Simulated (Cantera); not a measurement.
A perfectly stirred reactor is fed with 69.0 % NH3, 31.0 % H2, at 53.3 Torr; it is held at 1725 K, and followed from long to short residence time.

Model: the gas-phase N/H chemistry of the illustrative SiF4/NH3 mechanism in the Surface Chemkin manual (1991), integrated in Cantera. Walls and surfaces, which speed up NH3 decomposition in real reactors, are not modelled.

Q: Predict: x(NH3) at τ = 2.20 s; x(H2) at τ = 2.20 s; x(NH2) at τ = 2.20 s; x(N2H2) at τ = 2.20 s; x(N2) at τ = 2.20 s; x(NH3) at τ = 0.140 s; x(H2) at τ = 0.140 s; x(NH2) at τ = 0.140 s; x(N2H2) at τ = 0.140 s; x(N2) at τ = 0.140 s.

A: 
```json
{
 "x(NH3) at τ = 2.20 s": "0.529",
 "x(H2) at τ = 2.20 s": "0.423",
 "x(NH2) at τ = 2.20 s": "0.000213",
 "x(N2H2) at τ = 2.20 s": "1.11e-6",
 "x(N2) at τ = 2.20 s": "0.0475",
 "x(NH3) at τ = 0.140 s": "0.677",
 "x(H2) at τ = 0.140 s": "0.319",
 "x(NH2) at τ = 0.140 s": "0.000245",
 "x(N2H2) at τ = 0.140 s": "1.55e-6",
 "x(N2) at τ = 0.140 s": "0.00376"
}
```
